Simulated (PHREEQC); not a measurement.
Make-up at 20 °C: 0.029 mol/kgw AgNO3. Closed to the air; pH follows from the charge balance.

Model: ion-association model, wateq4f.dat, run in PHREEQC.

Each row changes one thing in this solution. No solid was allowed to form.

```csv
case,pH,ionic strength (mol/kgw),AgNO3 (mol/kgw),AgOH (mol/kgw),SI of Ag2O (Ag2O)
as made,6.77,0.0287,0.000302,1.44e-7,-2.39
AgNO3 from 0.029 to 0.0319 mol/kgw,6.76,0.0315,0.000360,1.53e-7,-2.34
AgNO3 from 0.029 to 0.145 mol/kgw,___,0.140,0.00539,3.41e-7,-1.62
AgNO3 from 0.029 to 0.29 mol/kgw,6.41,0.272,0.0176,4.75e-7,-1.30
diluted 2-fold with water,6.87,0.0144,8.32e-5,9.39e-8,___
```

Q: Complete the blanks.

A: 
- AgNO3 from 0.029 to 0.145 mol/kgw, pH: 6.52
- diluted 2-fold with water, SI of Ag2O (Ag2O): -2.76

Species that the database lacks are ignored.
